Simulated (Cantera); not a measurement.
A diamond (100) surface in a fixed gas of H2 with x(CH4) = 0.01, x(H) = 0.00032, x(CH3) = 0.00033, 0.0160 bar; coverages are run to steady state.

Model: the Harris–Goodwin 1993 mechanism for the reconstructed diamond (100) surface, integrated in Cantera.

One state of this run: growth (µm/h) = 0.175; θ c6HH = 0.509; θ c6H* = 0.0342; θ c6*H = 0.437; θ c6** = 0.0124; θ c6HM = 0.00140. θ: site fractions in the mechanism's names (c6HH fully hydrogenated, c6H* and c6*H radical sites, c6** diradical, c6HM methylated).

Q: Which value of T (K) does it belong to?
A) 1300
B) 1400
C) 1250
D) 1200

A: D, 1200
